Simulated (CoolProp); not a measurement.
Values from CoolProp's reference Helmholtz-energy equation of state, Lemmon and Jacobsen 2000.

Question: For R143a, give the phase and the Z, speed of sound (m/s), expansivity (1/kK) at -6.95 °C and 4.48 MPa; 10.65 °C and 4.48 MPa.

Answer: 
- -6.95 °C and 4.48 MPa: liquid; Z 0.160, speed of sound 600, expansivity 2.82
- 10.65 °C and 4.48 MPa: liquid; Z 0.158, speed of sound 520, expansivity 3.31
